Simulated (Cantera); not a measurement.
A closed system holds: 1 mol Fe₂O₃, 0.7 mol H₂S, 6.5 mol H₂O, equilibrated at 1550 °C and 2.10 bar.

Cantera equilibrium calculation (NASA polynomials, part measured and part estimated; ideal gas, pure solids and liquids). Candidate condensed phases: Fe, FeO, Fe(OH)₂, Fe(OH)₃, FeS, FeSO₄, FeS₂, Fe₂O₃, Fe₂(SO₄)₃, Fe₃O₄, H₂O, H₂SO₄, S; 22 gas species. The tables' stoichiometric FeO is somewhat more stable than real wüstite, so its field is too wide. FeO: taken at fixed stoichiometry. The numbers say what is thermodynamically allowed, not how fast it happens.

Base state: H₂O 0.827, H₂ 0.0884, SO₂ 0.0667, H₂S 0.00902, S₂ 0.00495, SO 0.00274, SH 0.000971, S₂O 0.000274 (mole fractions); condensed: FeO(l).

Question: What changes in the equilibrium state with this change: H₂S from 0.7 to 0.51 mol?

Answer: 
```csv
species,before,after
H₂O,0.827,0.874
SO₂,0.0667,0.0624
H₂,0.0884,0.0588
H₂S,0.00902,0.00222
Fe(OH)₂,0.000136,0.000143
S₂,0.00495,0.000679
S₂O,0.000274,5.97e-5
SH,0.000971,0.000293
"FeO(l), mol",2.00,2.00
```
